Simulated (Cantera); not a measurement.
Input: 1 mol Cu, 0.032 mol CO₂, 160 mol N₂, equilibrated at 0.0860 bar.

Cantera equilibrium calculation (NASA polynomials, part measured and part estimated; ideal gas, pure solids and liquids). Candidate condensed phases: C, Cu, CuO, Cu₂O; 27 gas species. Equilibrium is a limit: real reactors are often held back by kinetics, nucleation or transport.

x: gas mole fraction; n: condensed amount in mol.

| T (K) | x N₂ | x Cu | x CO₂ | x CO | x NO | x O₂ | x Cu₂ | n Cu(s) | n Cu(l) |
|---|---|---|---|---|---|---|---|---|---|
| 1175 | 1.000 | 7.04e-8 | 0.000200 | 6.27e-8 | 4.11e-8 | 1.08e-8 | 1.49e-12 | 1.000 | 0 |
| 1250 | 1.000 | 5.39e-7 | 0.000200 | 1.98e-7 | 1.29e-7 | 3.45e-8 | 2.66e-11 | 1.000 | 0 |
| 1325 | 1.000 | 3.27e-6 | 0.000199 | 5.48e-7 | 3.54e-7 | 9.64e-8 | 3.41e-10 | 0.999 | 0 |
| 1400 | 1.000 | 1.57e-5 | 0.000199 | 1.36e-6 | 8.73e-7 | 2.40e-7 | 3.06e-9 | 0 | 0.997 |
| 1475 | 1.000 | 6.23e-5 | 0.000197 | 3.05e-6 | 1.96e-6 | 5.42e-7 | 2.07e-8 | 0 | 0.990 |
| 1550 | 1.000 | ? | 0.000194 | ? | ? | ? | ? | 0 | 0.965 |
| 1625 | 0.999 | 0.000664 | 0.000188 | 1.21e-5 | 7.71e-6 | 2.12e-6 | 5.46e-7 | 0 | 0.893 |
| 1700 | 0.998 | 0.00185 | 0.000178 | 2.16e-5 | 1.37e-5 | 3.72e-6 | 2.23e-6 | 0 | 0.703 |
| 1775 | 0.995 | ? | ? | ? | ? | ? | 8.07e-6 | 0 | ? |
| 1850 | 0.994 | 0.00619 | 0.000143 | 5.59e-5 | 3.56e-5 | 8.80e-6 | 8.21e-6 | 0 | 0 |

### Question
What belongs in the gaps?

### Answer

- 1775, x Cu: 0.00470
- 1775, x CO₂: 0.000163
- 1775, x CO: 3.60e-5
- 1775, x NO: 2.28e-5
- 1775, x O₂: 5.96e-6
- 1775, n Cu(l): 0.242
- 1550, x Cu: 0.000216
- 1550, x CO: 6.31e-6
- 1550, x NO: 4.03e-6
- 1550, x O₂: 1.12e-6
- 1550, x Cu₂: 1.16e-7
